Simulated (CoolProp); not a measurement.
Vapour-liquid equilibrium of R22 (1) + C3F8 (R218) (2) at -39.45 °C; x and y are mole fractions of (1).

Values from CoolProp's multi-fluid Helmholtz-energy mixture model, Kamei 1995 and Lemmon 2006; pair parameters Bell 2016.

| x | bubble pressure, mixture model (MPa) | bubble pressure, Raoult's law (MPa) | y, mixture model | y, Raoult's law |
|---|---|---|---|---|
| 0.05 | 0.1021 | 0.09060 | (withheld) | 0.060 |
| 0.2 | 0.1276 | 0.09334 | 0.406 | 0.231 |
| 0.35 | 0.1396 | 0.09608 | 0.514 | 0.393 |
| 0.5 | 0.1438 | 0.09882 | (withheld) | 0.546 |
| 0.65 | 0.1443 | 0.1016 | 0.611 | 0.691 |
| 0.8 | (withheld) | 0.1043 | 0.670 | 0.828 |
| 0.95 | 0.1227 | 0.1070 | 0.845 | 0.958 |

Question: Fill in the missing entries.

Answer: 
- 0.05, y, mixture model: 0.158
- 0.5, y, mixture model: 0.571
- 0.8, bubble pressure, mixture model (MPa): 0.1407

The largest gap from Raoult's law is +45.5 % in bubble pressure, at x = 0.5. y crosses x between x = 0.5 and 0.65: the model has an azeotrope there.

Pair parameters are fitted to limited data, so mixtures are less certain than the pure fluids.
